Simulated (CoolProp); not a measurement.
Properties of trans-2-butene along the isobar 27.8 bar (Tc = 428.6 K, pc = 40.19 bar, ω = 0.210).

Model: reference Helmholtz-energy equation of state, Lemmon 2005, in CoolProp. It is a short technical equation, of lower accuracy than the large ones.

```json
[
 {"T (K)": "210.9", "phase": "liquid", "Joule-Thomson coefficient (K/MPa)": "-0.4938", "expansivity (1/kK)": "1.446"},
 {"T (K)": "220.8", "phase": "liquid", "Joule-Thomson coefficient (K/MPa)": "-0.4805", "expansivity (1/kK)": "1.476"},
 {"T (K)": "230.7", "phase": "liquid", "Joule-Thomson coefficient (K/MPa)": "-0.4657", "expansivity (1/kK)": "1.511"},
 {"T (K)": "240.6", "phase": "liquid", "Joule-Thomson coefficient (K/MPa)": "-0.4491", "expansivity (1/kK)": "1.550"},
 {"T (K)": "250.5", "phase": "liquid", "Joule-Thomson coefficient (K/MPa)": "-0.4306", "expansivity (1/kK)": "1.596"},
 {"T (K)": "260.4", "phase": "liquid", "Joule-Thomson coefficient (K/MPa)": "-0.4099", "expansivity (1/kK)": "1.648"},
 {"T (K)": "270.3", "phase": "liquid", "Joule-Thomson coefficient (K/MPa)": "-0.3868", "expansivity (1/kK)": "1.707"},
 {"T (K)": "280.2", "phase": "liquid", "Joule-Thomson coefficient (K/MPa)": "-0.3609", "expansivity (1/kK)": "1.776"},
 {"T (K)": "290.1", "phase": "liquid", "Joule-Thomson coefficient (K/MPa)": "-0.3316", "expansivity (1/kK)": "1.855"},
 {"T (K)": "300", "phase": "liquid", "Joule-Thomson coefficient (K/MPa)": "-0.2985", "expansivity (1/kK)": "1.947"},
 {"T (K)": "309.9", "phase": "liquid", "Joule-Thomson coefficient (K/MPa)": "-0.2604", "expansivity (1/kK)": "2.055"},
 {"T (K)": "319.8", "phase": "liquid", "Joule-Thomson coefficient (K/MPa)": "-0.2163", "expansivity (1/kK)": "2.183"},
 {"T (K)": "329.7", "phase": "liquid", "Joule-Thomson coefficient (K/MPa)": "-0.1644", "expansivity (1/kK)": "2.336"}
]
```
